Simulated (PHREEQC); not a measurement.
A solution holds 0.5 mol KCl, 0.12 mol NaHCO3 and 0.08 mol NaCl per kg of water, at 20 °C. Closed to the air; pH follows from the charge balance.

Model: Pitzer model, pitzer.dat, run in PHREEQC.

Each row changes one thing in this solution. This is a speciation only: nothing precipitates in the calculation.

```
case                                 pH  ionic strength (mol/kgw)  HCO3- (mol/kgw)  CO2 (mol/kgw)  CO3-2 (mol/kgw)  SI of Nahcolite (NaHCO3)  SI of Halite (NaCl)
---------------------------------  ----  ------------------------  ---------------  -------------  ---------------  ------------------------  -------------------
as made                            7.93                     0.702            0.116        0.00193          0.00193                     -1.65                -2.89
NaHCO3 from 0.12 to 0.6 mol/kgw    7.79                         …            0.579         0.0104           0.0104                     -0.53                -2.40
diluted 10-fold with water            …                    0.0702           0.0117       0.000155         0.000154                     -3.44                    …
KCl left out                       8.03                     0.202            0.116        0.00201          0.00201                     -1.51                -3.65
NaCl left out                      7.95                     0.622            0.116        0.00188          0.00188                     -1.87                -3.16
0.015 mol/kgw NaOH added           8.87                     0.730            0.105       0.000197           0.0152                     -1.67                -2.86
NaHCO3 from 0.12 to 0.012 mol/kgw  7.96                     0.592           0.0116       0.000187         0.000186                     -2.97                -3.21
```

Problem. Fill in the missing entries.

Solution. 
- NaHCO3 from 0.12 to 0.6 mol/kgw, ionic strength (mol/kgw): 1.19
- diluted 10-fold with water, pH: 8.17
- diluted 10-fold with water, SI of Halite (NaCl): -4.69

Species that the database lacks are ignored.
